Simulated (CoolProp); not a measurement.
A single-stage vapour-compression cycle with the fluid: evaporating at 280.15 K (dew point), condensing at 314.15 K (bubble point), superheat 10 K, subcooling 0 K, compressor efficiency 0.7, no pressure losses. The same conditions are run with several fluids, on thermodynamics alone (safety and materials aside).

Computed with CoolProp (reference Helmholtz-energy equation of state of each fluid (C3F8 (R218): Lemmon 2006; n-perfluoropentane: Gao 2022; R404A: Lemmon 2003; R115: Lemmon 2016; R22: Kamei 1995; n-perfluorohexane: Gao 2022)). Blends and air are pseudo-pure fits.

```tsv
fluid	cooling COP	pressure ratio	discharge temperature (K)	refrigerating effect (kJ/kg)	volumetric capacity (kJ/m³)
C3F8 (R218)	3.98	2.53	318.5	55.3	2580
n-perfluoropentane	4.58	3.70	314.2	69.2	350
R404A	4.29	2.51	334.2	118	4190
R115	4.35	2.46	324.2	74.9	2990
R22	4.75	2.53	350.9	164	4100
n-perfluorohexane	4.61	4.52	314.2	70.0	124
```

The compression ends wet for: n-perfluoropentane; n-perfluorohexane.
